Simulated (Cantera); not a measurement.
## SiH₂Cl₂ + NO + N₂ (silicon oxide and oxynitride deposition)

A closed system holds: 1 mol SiH₂Cl₂, 0.57 mol NO, 130 mol N₂, at 0.00190 bar.

Method: chemical equilibrium by Gibbs-energy minimisation in Cantera with the NASA 1993 tables (ideal gas, pure condensed phases). Candidate condensed phases: H₂O, NH₄Cl, Si, SiO₂, Si₂N₂O, Si₃N₄; 47 gas species. Mutual solubility and eutectic melting of coexisting phases are not modelled. The tables' values for SiCl, SiCl₃, SiN are old estimates; treat these amounts as uncertain. The tables hold silica as quartz up to 1696 K and as liquid above; real silica turns to tridymite and cristobalite and melts near 1996 K. The numbers say what is thermodynamically allowed, not how fast it happens.

```tsv
T (K)	x N₂	x HCl	x Cl	x SiO	x H₂	n SiO₂(β-quartz)	n Si₂N₂O(s)
875	0.985	0.0150	1.66e-9	<1e-12	0.000106	0.0490	0.472
1075	0.985	0.0149	3.67e-7	1.04e-9	0.000152	0.0500	0.470
1275	0.985	0.0147	1.43e-5	7.65e-6	0.000220	0.0519	0.465
1475	0.983	0.0130	9.62e-5	0.00204	0.00106	0	0.300
1675	0.980	0.00829	0.000300	0.00429	0.00330	0	0
1875	0.979	0.00767	0.00153	0.00428	0.00325	0	0
2075	0.974	0.00657	0.00578	0.00426	0.00263	0	0
```
x: gas mole fraction; n: condensed amount in mol.

From 875 K to 1275 K the condensed part is SiO₂(β-quartz) + Si₂N₂O(s). At 1475 K the condensed part is Si₂N₂O(s). From 1675 K to 2075 K nothing is condensed. The main Si-bearing gas is SiCl₄ at 875 K and SiO at 2075 K.
